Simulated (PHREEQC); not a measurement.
A solution holds 44 mmol/kgw ZnSO4 and 2.5 mmol/kgw FeSO4, at 25 °C. Closed to the air; pH follows from the charge balance.

All values are PHREEQC results (ion-association model, phreeqc.dat), not measurements.

```tsv
quantity	before	after
pH	5.62	5.76
ionic strength (mol/kgw)	0.102	0.104
SO4-2 (mol/kgw)	0.0223	0.0226
ZnSO4 (mol/kgw)	0.0169	0.0164
Zn(SO4)2-2 (mol/kgw)	0.00315	0.00333
```

Q: What was changed between the two runs?
A. FeSO4 replaced by Na2SO4 at the same molality
B. ZnSO4 from 0.044 to 0.44 mol/kgw
C. temperature from 25 to 15 °C
D. temperature from 25 to 35 °C
E. diluted 10-fold with water

A: C, temperature from 25 to 15 °C

No solid was allowed to form.
